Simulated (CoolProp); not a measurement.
Methanol along the isobar 4.71 MPa: Z from the reference equation and from simpler models built on Tc = 240.2 °C, pc = 8.216 MPa, ω = 0.565; each cubic takes its own stable root.

Model: reference Helmholtz-energy equation of state, de Reuck 1993, in CoolProp.

| T (°C) | phase | reference | van der Waals | Redlich-Kwong |
|---|---|---|---|---|
| -82.35 | liquid | 0.1066 | 0.2196 | 0.1477 |
| -65.25 | liquid | 0.09975 | 0.2045 | 0.1377 |
| -48.05 | liquid | 0.09391 | 0.1919 | 0.1293 |
| -30.95 | liquid | 0.08897 | 0.1812 | 0.1224 |
| -13.85 | liquid | 0.08471 | 0.1722 | 0.1165 |
| 3.25 | liquid | 0.08101 | 0.1645 | 0.1116 |
| 20.45 | liquid | 0.07777 | 0.1579 | 0.1075 |
| 37.55 | liquid | 0.07497 | 0.1524 | 0.1041 |
| 54.65 | liquid | 0.07254 | 0.1477 | 0.1014 |
| 71.85 | liquid | 0.07045 | 0.1438 | 0.09919 |
| 88.95 | liquid | 0.06871 | 0.1408 | 0.09763 |
| 106.05 | liquid | 0.06732 | 0.1385 | 0.09667 |
| 123.15 | liquid | 0.06628 | 0.1371 | 0.09637 |
